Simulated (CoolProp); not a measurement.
Saturation properties of octamethyltrisiloxane (MDM) (Tc = 565.4 K, pc = 1438 kPa, ω = 0.528).

Model: reference Helmholtz-energy equation of state, Thol 2017, in CoolProp.

```
T (K)  p (kPa)  liquid density (kg/m³)  vapour density (kg/m³)  enthalpy of vaporisation (kJ/kg)  liquid cp (kJ/(kg K))  surface tension (mN/m)
-----  -------  ----------------------  ----------------------  --------------------------------  ---------------------  ----------------------
440.9    148.5                   655.5                   10.62                             145.4                  2.156                    5.37
446.2    168.3                   648.4                   12.02                             142.8                  2.172                    5.04
451.5    190.1                   641.1                   13.56                             140.2                  2.188                    4.71
456.8    214.0                   633.7                   15.27                             137.4                  2.205                    4.39
462.1    240.1                   626.1                   17.15                             134.6                  2.222                    4.07
467.3    267.9                   618.4                   19.18                             131.8                  2.239                    3.77
472.6    298.8                   610.4                   21.46                               [?]                  2.258                    3.48
477.9    332.3                   602.2                   23.98                             125.8                  2.277                    3.18
483.2    368.5                   593.7                   26.76                             122.6                    [?]                    2.90
488.5      [?]                   584.9                   29.82                             119.3                  2.318                    2.63
493.8    450.0                   575.8                   33.21                             115.9                  2.341                    2.36
499.1    495.4                   566.3                   36.97                             112.3                  2.366                    2.11
504.4    544.4                   556.4                   41.15                             108.6                  2.393                    1.86
509.7    596.9                   546.0                   45.81                             104.6                  2.423                    1.62
```

Question: Fill in the missing entries.

Answer: 
- 472.6, enthalpy of vaporisation (kJ/kg): 128.9
- 483.2, liquid cp (kJ/(kg K)): 2.297
- 488.5, p (kPa): 407.7

It boils at 425.6 K under 1 atm.

Surface tension comes from a separate correlation (Mulero 2014), older than this fluid's equation and unchecked against measurements.
